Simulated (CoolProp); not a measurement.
Saturation properties of c-C4F8 (RC318) (Tc = 115.2 °C, pc = 2778 kPa, ω = 0.355).

Values from CoolProp's reference Helmholtz-energy equation of state, Platzer 1990. This equation is an older, rougher fit; its heat capacities, sound speeds and derivatives of the liquid may be far off and weren't checked against measurements.

```json
[
 {"T (°C)": "-11.45", "p (kPa)": "80.32", "liquid density (kg/m³)": "1634", "surface tension (mN/m)": "12.5", "liquid viscosity (µPa s)": "636"},
 {"T (°C)": "-5.15", "p (kPa)": "104.8", "liquid density (kg/m³)": "1612", "surface tension (mN/m)": "11.7", "liquid viscosity (µPa s)": "574"},
 {"T (°C)": "1.25", "p (kPa)": "135.4", "liquid density (kg/m³)": "1589", "surface tension (mN/m)": "11.0", "liquid viscosity (µPa s)": "519"},
 {"T (°C)": "7.65", "p (kPa)": "172.4", "liquid density (kg/m³)": "1566", "surface tension (mN/m)": "10.2", "liquid viscosity (µPa s)": "470"},
 {"T (°C)": "13.95", "p (kPa)": "216.1", "liquid density (kg/m³)": "1542", "surface tension (mN/m)": "9.45", "liquid viscosity (µPa s)": "427"},
 {"T (°C)": "20.35", "p (kPa)": "268.6", "liquid density (kg/m³)": "1517", "surface tension (mN/m)": "8.71", "liquid viscosity (µPa s)": "388"},
 {"T (°C)": "26.75", "p (kPa)": "330.4", "liquid density (kg/m³)": "1491", "surface tension (mN/m)": "7.98", "liquid viscosity (µPa s)": "353"},
 {"T (°C)": "33.05", "p (kPa)": "401.1", "liquid density (kg/m³)": "1465", "surface tension (mN/m)": "7.28", "liquid viscosity (µPa s)": "322"},
 {"T (°C)": "39.45", "p (kPa)": "484.1", "liquid density (kg/m³)": "1438", "surface tension (mN/m)": "6.57", "liquid viscosity (µPa s)": "294"},
 {"T (°C)": "45.85", "p (kPa)": "579.3", "liquid density (kg/m³)": "1409", "surface tension (mN/m)": "5.89", "liquid viscosity (µPa s)": "267"},
 {"T (°C)": "52.15", "p (kPa)": "686.1", "liquid density (kg/m³)": "1379", "surface tension (mN/m)": "5.23", "liquid viscosity (µPa s)": "244"},
 {"T (°C)": "58.55", "p (kPa)": "809.0", "liquid density (kg/m³)": "1348", "surface tension (mN/m)": "4.57", "liquid viscosity (µPa s)": "222"},
 {"T (°C)": "64.95", "p (kPa)": "947.7", "liquid density (kg/m³)": "1314", "surface tension (mN/m)": "3.94", "liquid viscosity (µPa s)": "202"},
 {"T (°C)": "71.25", "p (kPa)": "1101", "liquid density (kg/m³)": "1279", "surface tension (mN/m)": "3.33", "liquid viscosity (µPa s)": "183"}
]
```

It boils at -6.0 °C under 1 atm.

Viscosity comes from a separate model (Huber 2003), an estimate that may be off by 10 % or more. Surface tension comes from a separate correlation (Mulero 2012).
